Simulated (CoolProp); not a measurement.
Vapour-liquid equilibrium of n-hexane (1) + o-xylene (2) at 464.6 K; x and y are mole fractions of (1).

Model: multi-fluid Helmholtz-energy mixture model, Thol 2019 and Zhou 2012; pair parameters Bell 2016, in CoolProp.

```tsv
x	bubble pressure (bar)	y at the bubble point	dew pressure at overall composition x (bar)	liquid density (mol/L)
0.05	3.693	0.198	3.190	6.741
0.15	4.959	0.441	3.514	6.633
0.25	6.193	0.585	3.909	6.518
0.35	7.402	0.683	4.399	6.395
0.45	8.595	0.754	5.024	6.264
0.55	9.787	0.811	5.843	6.121
0.65	10.99	0.859	6.953	5.966
0.75	12.24	0.901	8.513	5.795
0.85	13.56	0.941	10.75	5.603
0.95	14.98	0.980	13.88	5.384
```

No azeotrope shows between x = 0.05 and 0.95.

Pair parameters are fitted to limited data, so mixtures are less certain than the pure fluids.
